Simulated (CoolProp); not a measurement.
Vapour-liquid equilibrium of dimethyl carbonate (1) + n-octane (2) at 0.0435 MPa; x and y are mole fractions of (1).

Model: multi-fluid Helmholtz-energy mixture model, Zhou 2011 and Beckmüller 2019; pair parameters Bell 2016, in CoolProp.

Q: Give the bubble temperature and the first vapour's composition at x = 0.35, 0.65, 0.95. Is there an azeotrope?

A: x = 0.35: 340.1 K, y = 0.749; x = 0.65: 337.9 K, y = 0.797; x = 0.95: 337.9 K, y = 0.924. y crosses x between x = 0.8 and 0.95: the model has an azeotrope there.

Pair parameters are fitted to limited data, so mixtures are less certain than the pure fluids.
